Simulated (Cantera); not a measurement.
Input: 1 mol CH3F, 0.0088 mol CH4, held at 1073 K and 0.000100 bar.

These are equilibrium values from Cantera (NASA tables, ideal gas, pure condensed phases), not measurements of a reactor. Candidate condensed phases: C, C6H6, C7H8, C8H18; 95 gas species. The numbers say what is thermodynamically allowed, not how fast it happens.

Base state: H2 0.504, HF 0.496 (mole fractions); condensed: C(graphite).

Q: What changes in the equilibrium state with this change: temperature from 1073 K to 2325 K?

A: 
| species | before | after |
|---|---|---|
| H | 9.95e-7 | 0.449 |
| HF | 0.496 | 0.383 |
| H2 | 0.504 | 0.166 |
| F | <1e-9 | 0.00132 |
| C3 | <1e-9 | 0.000264 |
| C2H2 (acetylene) | 3.62e-9 | 0.000813 |
| C(graphite), mol | 1.01 | 1.00 |

Q: What changes in the equilibrium state with this change: temperature from 1073 K to 1500 K?

A: 
```json
[
 {"species": "H2", "before": "0.504", "after": "0.503"},
 {"species": "HF", "before": "0.496", "after": "0.495"},
 {"species": "H", "before": "9.95e-7", "after": "0.00125"},
 {"species": "C(graphite), mol", "before": "1.01", "after": "1.01"}
]
```

Q: What changes in the equilibrium state with this change: CH3F replaced by CF4?

A: 
| species | before | after |
|---|---|---|
| CF4 | <1e-9 | 0.966 |
| HF | 0.496 | 0.0343 |
| H2 | 0.504 | <1e-9 |
| C(graphite), mol | 1.01 | 0.0176 |
Gases not in the tables: C2F6 and larger saturated fluorocarbons.
